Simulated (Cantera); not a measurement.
Formation from one mole of Cl₂

Standard-state values (1 bar) from the NASA 1993 polynomials, evaluated with Cantera. Values are per mole of reaction as written; species without (g) are pure solids or liquids, kept so even where they would boil at 1 bar.

Fe + Cl₂(g) = FeCl₂

```tsv
T (K)	ΔH° (kJ)	ΔS° (J/K)	ΔG° (kJ)	log10 K
375	-340.5	-128.5	-292.3	40.72
400	-340.1	-127.4	-289.1	37.76
425	-339.7	-126.4	-286.0	35.15
450	-339.3	-125.5	-282.8	32.83
475	-338.9	-124.7	-279.7	30.76
500	-338.5	-123.9	-276.6	28.89
```

H₂(g) + Cl₂(g) = 2 HCl(g)

```
T (K)  ΔH° (kJ)  ΔS° (J/K)  ΔG° (kJ)  log10 K
-----  --------  ---------  --------  -------
375      -185.0       18.8    -192.1    26.76
400      -185.2       18.4    -192.6    25.14
425      -185.3       18.0    -193.0    23.72
450      -185.5       17.7    -193.5    22.46
475      -185.7       17.3    -193.9    21.32
500      -185.8       17.0    -194.3    20.30
```

2 Al + Cl₂(g) = 2 AlCl(g)

```json
[
 {"T (K)": "375", "ΔH° (kJ)": "-104.0", "ΔS° (J/K)": "173.0", "ΔG° (kJ)": "-168.9", "log10 K": "23.52"},
 {"T (K)": "400", "ΔH° (kJ)": "-104.4", "ΔS° (J/K)": "172.0", "ΔG° (kJ)": "-173.2", "log10 K": "22.62"},
 {"T (K)": "425", "ΔH° (kJ)": "-104.8", "ΔS° (J/K)": "171.1", "ΔG° (kJ)": "-177.5", "log10 K": "21.81"},
 {"T (K)": "450", "ΔH° (kJ)": "-105.2", "ΔS° (J/K)": "170.2", "ΔG° (kJ)": "-181.8", "log10 K": "21.10"},
 {"T (K)": "475", "ΔH° (kJ)": "-105.6", "ΔS° (J/K)": "169.3", "ΔG° (kJ)": "-186.0", "log10 K": "20.45"},
 {"T (K)": "500", "ΔH° (kJ)": "-106.0", "ΔS° (J/K)": "168.4", "ΔG° (kJ)": "-190.2", "log10 K": "19.87"}
]
```

2 Na + Cl₂(g) = 2 NaCl(g)

```csv
T (K),ΔH° (kJ),ΔS° (J/K),ΔG° (kJ),log10 K
375,-369.7,114.9,-412.8,57.50
400,-370.3,113.3,-415.6,54.28
425,-371.0,111.8,-418.5,51.43
450,-371.6,110.4,-421.2,48.90
475,-372.2,109.1,-424.0,46.62
500,-372.8,107.9,-426.7,44.58
```
